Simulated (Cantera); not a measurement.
Input: 1 mol SO2, 0.061 mol O2, 6.5 mol H2, held at 1.33 mbar.

Cantera equilibrium calculation (NASA polynomials, part measured and part estimated; ideal gas, pure solids and liquids). Candidate condensed phases: H2O, H2SO4, S; 19 gas species. The numbers say what is thermodynamically allowed, not how fast it happens.

x: gas mole fraction; nothing condenses.

```
T (K)    x H    x H2     x O     x H2O     x S     x SO     x OH     x SO2
-----  -----  ------  ------  --------  ------  -------  -------  --------
2498   0.405   0.351  0.0179    0.0991  0.0380   0.0454   0.0236    0.0137
2548   0.465   0.302  0.0271    0.0799  0.0387   0.0425   0.0270    0.0115
2598   0.524   0.253  0.0390    0.0606  0.0399   0.0387   0.0290   0.00906
2648   0.579   0.207  0.0526    0.0429  0.0418   0.0343   0.0292   0.00665
2698   0.628   0.165  0.0668    0.0284  0.0442   0.0294   0.0275   0.00452
2748   0.668       ?       ?         ?  0.0470        ?        ?         ?
2798   0.701  0.0993  0.0920    0.0105  0.0499   0.0195   0.0207   0.00170
2848   0.727  0.0755   0.102   0.00599  0.0525   0.0151   0.0169  0.000959
2898   0.747  0.0570   0.109   0.00336  0.0548   0.0115   0.0135  0.000522
2948   0.761  0.0429   0.115   0.00186  0.0567  0.00860   0.0105  0.000277
2998   0.772       ?   0.120         ?  0.0581        ?        ?         ?
3048   0.781  0.0244   0.123  0.000570  0.0592  0.00467  0.00629   7.59e-5
```

Problem. What belongs in the gaps?

Solution. 
- 2998, x H2: 0.0323
- 2998, x H2O: 0.00103
- 2998, x SO: 0.00635
- 2998, x OH: 0.00815
- 2998, x SO2: 0.000145
- 2748, x H2: 0.129
- 2748, x O: 0.0802
- 2748, x H2O: 0.0176
- 2748, x SO: 0.0243
- 2748, x OH: 0.0245
- 2748, x SO2: 0.00286
